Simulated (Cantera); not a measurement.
What does this Cantera script print?

```python
import numpy as np
import cantera as ct

gas = ct.Solution("h2o2.yaml")
gas.TPX = 450, 101325, {'H2': 1, 'O2': 0.98, 'N2': 3.69}
flame = ct.FreeFlame(gas, width=0.04)
flame.set_refine_criteria(ratio=3, slope=0.08, curve=0.16)
flame.transport_model = "mixture-averaged"
flame.solve(loglevel=0, auto=True)
z, T = flame.grid, flame.T
thick = (T[-1] - T[0]) / np.gradient(T, z).max()
show = ['H2', 'O2', 'O', 'OH', 'H2O', 'H2O2']
print(f"laminar burning velocity  {flame.velocity[0] * 100:.3f} cm/s")
print(f"burnt temperature         {T[-1]:.1f} K")
print(f"thermal thickness         {thick * 1e3:.4f} mm")
print(f"grid points               {len(z)}")
z0 = z[flame.heat_release_rate.argmax()]
print(f"{'z/mm':>9s}{'T/K':>9s}{'u/(m/s)':>9s}" + "".join(f"{s:>11s}" for s in show))
rows = []
for k in (-3, -2, -1.5, -1, -0.5, -0.25, 0, 0.25, 0.5, 1, 2, 4, 8):
    zz = z0 + k * thick
    rows.append([k * thick, np.interp(zz, z, T), np.interp(zz, z, flame.velocity),
                 *(np.interp(zz, z, flame.X[gas.species_index(s)]) for s in show)])
    print(f"{rows[-1][0] * 1e3:9.3f}{rows[-1][1]:9.1f}{rows[-1][2]:9.3f}" + "".join(f"{x:11.3e}" for x in rows[-1][3:]))
```

Output:

```
laminar burning velocity  130.356 cm/s
burnt temperature         1755.7 K
thermal thickness         0.4007 mm
grid points               107
     z/mm      T/K  u/(m/s)         H2         O2          O         OH        H2O       H2O2
   -1.202    450.0    1.303  1.760e-01  1.729e-01  3.449e-11  3.794e-13  3.306e-07  7.680e-10
   -0.801    450.2    1.301  1.746e-01  1.732e-01  9.026e-10  1.027e-11  6.782e-06  2.023e-08
   -0.601    451.0    1.299  1.715e-01  1.739e-01  7.250e-09  1.102e-10  5.056e-05  1.845e-07
   -0.401    457.0    1.303  1.618e-01  1.757e-01  7.359e-08  4.450e-09  4.607e-04  2.062e-06
   -0.200    572.4    1.577  1.243e-01  1.777e-01  1.104e-05  5.406e-05  1.290e-02  4.653e-05
   -0.100    839.3    2.264  8.669e-02  1.659e-01  2.793e-04  4.994e-04  4.847e-02  4.010e-05
    0.000   1150.4    3.072  4.656e-02  1.392e-01  2.173e-03  1.721e-03  1.024e-01  1.217e-05
    0.100   1368.8    3.647  1.959e-02  1.135e-01  4.793e-03  4.032e-03  1.450e-01  5.155e-06
    0.200   1493.4    3.973  8.983e-03  1.016e-01  5.541e-03  5.535e-03  1.642e-01  2.903e-06
    0.401   1612.5    4.277  4.017e-03  9.628e-02  4.196e-03  5.983e-03  1.757e-01  1.411e-06
    0.801   1693.7    4.478  1.854e-03  9.539e-02  2.026e-03  4.782e-03  1.818e-01  6.894e-07
    1.603   1733.2    4.573  6.512e-04  9.562e-02  7.081e-04  3.028e-03  1.852e-01  3.377e-07
    3.206   1748.1    4.608  1.945e-04  9.596e-02  2.141e-04  1.712e-03  1.867e-01  1.583e-07
```

Cantera simulation using the H2/O2 subset of GRI-Mech 3.0, which has no nitrogen chemistry; the numbers are that mechanism's predictions, not measurements. Burning velocities carry a grid error of a few per cent, more on coarse grids. Lean hydrogen flames are cellular in practice and burn faster than this planar one.
